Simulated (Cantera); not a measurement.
Input: 1 mol CaO, 8.8 mol NF₃, 16 mol H₂, at 1325 K and 0.100 bar.

Equilibrium computed with Cantera from the NASA thermochemical tables; the gas is ideal and each condensed phase is pure. Candidate condensed phases: Ca, CaF₂, CaO, Ca(OH)₂, H₂O; 47 gas species. Rates play no part.

**Question.** What is the equilibrium state?

**Answer.** 
| Item | Result |
|---|---|
| x(HF) | 0.748 |
| x(N₂) | 0.135 |
| x(H₂) | 0.0859 |
| x(H₂O) | 0.0307 |
| x(H) | 1.52e-6 |
| n(CaF₂(s)) | 1.000 mol |
| gas amount | 32.60 mol |
| log10 activity of Ca(l) (absent) | -17.31 |
